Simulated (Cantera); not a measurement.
A Cantera script and what it prints.

```python
import numpy as np
import cantera as ct

gas_names = """
    C CH CH2 CH3 CH2OH CH3O CH4 CH3OH CO CO2 COOH C2 C2H CHCO,ketyl C2H2,acetylene C2H2,vinylidene
    CH2CO,ketene C2H3,vinyl CH3CO,acetyl C2H4 C2H4O,ethylen CH3CHO,ethanal CH3COOH (HCOOH)2 C2H5 C2H6
    CH3OCH3 C2H5OH C2O C3 C3H3,propargyl C3H4,allene C3H4,propyne C3H4,cyclo- C3H5,allyl C3H6,propylene
    C3H6,cyclo- C3H6O C3H7,n-propyl C3H7,i-propyl C3H8 C3H8O,1propanol C3H8O,2propanol C3O2 C4 C4H2
    C4H4,1,3-cyclo- C4H6,butadiene C4H6,2-butyne C4H6,cyclo- C4H8,1-butene C4H8,cis2-buten
    C4H8,tr2-butene C4H8,isobutene C4H8,cyclo- (CH3COOH)2 C4H9,n-butyl C4H9,i-butyl C4H9,s-butyl
    C4H9,t-butyl C4H10,isobutane C4H10,n-butane C5 C5H6,1,3cyclo- C5H8,cyclo- C5H10,1-pentene
    C5H10,cyclo- C5H11,pentyl C5H11,t-pentyl C5H12,n-pentane C5H12,i-pentane CH3C(CH3)2CH3 C6H2
    C6H5,phenyl C6H5O,phenoxy C6H6 C6H5OH,phenol C6H10,cyclo- C6H12,1-hexene C6H12,cyclo- C6H13,n-hexyl
    C7H7,benzyl C7H8 C7H8O,cresol C7H14,1-heptene C7H15,n-heptyl C7H16,n-heptane C8H8,styrene
    C8H10,ethylbenz C8H16,1-octene C8H17,n-octyl C8H18,isooctane C8H18,n-octane C9H19,n-nonyl
    C10H8,naphthale C10H21,n-decyl C12H9,o-bipheny C12H10,bipheny Ca CaO CaOH CaO2H2 Ca2 H HCO HO2 H2
    HCHO,formaldehy HCOOH H2O H2O2 O OH O2 O3
""".split()
cond_names = """
    C(gr) C6H6(L) C7H8(L) C8H18(L),n-octa Ca(a) Ca(b) Ca(L) CaCO3(caL) CaO(s) CaO(L) CaO2H2(s) H2O(s)
    H2O(L)
""".split()


def load(file, names, dense=False):
    # The tables refer to 1 bar. Condensed volumes are neglected.
    table = {s.name: s for s in ct.Species.list_from_file(file)}
    out = []
    for n in names:
        d = dict(table[n].input_data)
        d["thermo"] = dict(d["thermo"], **{"reference-pressure": 1e5})
        if dense:
            d["equation-of-state"] = {"model": "constant-volume", "density": "1e6 g/cm^3"}
        out.append(ct.Species.from_dict(d))
    return out


gas = ct.Solution(thermo="ideal-gas", species=load("nasa_gas.yaml", gas_names))
cond = {s.name: ct.Solution(thermo="fixed-stoichiometry", species=[s], name=s.name)
        for s in load("nasa_condensed.yaml", cond_names, dense=True)}
atoms = {
    'Ca(OH)2': {'Ca': 1, 'O': 2, 'H': 2},
    'CO2': {'C': 1, 'O': 2},
}
top_T = {'C(gr)': 4500}  # K; cautious upper limits of use, not melting points


def equilibrate(T, P, feed):
    n = {}
    for name, mol in feed.items():
        for a, k in atoms[name].items():
            n[a] = n.get(a, 0.0) + k * mol
    gas.TPX = T, P, n
    mass = sum(n.values()) * gas.mean_molecular_weight
    gas.equilibrate("TP")
    valid = [c for c in cond.values() if c.min_temp <= T <= top_T.get(c.name, c.max_temp)]
    mix = ct.Mixture([(gas, mass / gas.mean_molecular_weight)] + [(c, 0.0) for c in valid])
    mix.T, mix.P = T, P
    mix.equilibrate("TP", solver="vcs", rtol=1e-11, max_steps=5000)
    return mix


results = []
feed = {'Ca(OH)2': 1, 'CO2': 0.13}  # mol
P = 3400  # Pa
for T in [1798, 1823, 1848, 1873, 1898, 1923, 1948, 1973, 1998, 2023, 2048, 2073, 2098]:
    mix = equilibrate(T, P, feed)
    results.append((T, P, feed, dict(zip(mix.species_names, mix.species_moles))))

top = {s: max(r[3][s] / sum(r[3][g] for g in gas_names) for r in results) for s in gas_names}
cols = sorted((s for s in top if top[s] > 1e-06), key=lambda s: -top[s])[:8]
seen = [c for c in cond_names if any(r[3].get(c, 0) > 1e-12 for r in results)]
print("log10 of partial pressures in bar; condensed amounts in mol")
print(f"{'T/K':>10s}" + "".join(f"{s[:9]:>10s}" for s in cols + seen))
for T, P, feed, n in results:
    ng = sum(n[g] for g in gas_names)
    print(f"{T:10.4g}" + "".join(f"{np.log10(max(n[s] / ng * P / 1e5, 1e-99)):10.3f}" for s in cols)
          + "".join(f"{n.get(c, 0):10.4g}" for c in seen))
```

Result:

```
log10 of partial pressures in bar; condensed amounts in mol
       T/K       H2O       CO2        H2        O2        CO        OH         H         O    CaO(s)
      1798    -1.526    -2.418    -3.808    -3.989    -4.119    -4.258    -5.357    -5.918         1
      1823    -1.527    -2.420    -3.743    -3.922    -4.043    -4.176    -5.235    -5.782         1
      1848    -1.528    -2.422    -3.679    -3.857    -3.970    -4.097    -5.115    -5.651         1
      1873    -1.529    -2.425    -3.617    -3.793    -3.900    -4.020    -4.999    -5.523         1
      1898    -1.530    -2.428    -3.557    -3.732    -3.831    -3.946    -4.885    -5.398         1
      1923    -1.531    -2.431    -3.498    -3.672    -3.765    -3.873    -4.775    -5.277    0.9999
      1948    -1.533    -2.435    -3.441    -3.614    -3.701    -3.803    -4.667    -5.159    0.9999
      1973    -1.534    -2.439    -3.385    -3.557    -3.639    -3.734    -4.563    -5.044    0.9999
      1998    -1.536    -2.444    -3.331    -3.503    -3.579    -3.668    -4.460    -4.933    0.9999
      2023    -1.538    -2.450    -3.279    -3.450    -3.521    -3.603    -4.361    -4.824    0.9999
      2048    -1.541    -2.456    -3.227    -3.399    -3.465    -3.540    -4.264    -4.717    0.9999
      2073    -1.543    -2.463    -3.178    -3.349    -3.411    -3.479    -4.169    -4.614    0.9998
      2098    -1.546    -2.470    -3.129    -3.301    -3.360    -3.419    -4.076    -4.513    0.9998
```

These are equilibrium values from Cantera (NASA tables, ideal gas, pure condensed phases), not measurements of a reactor.
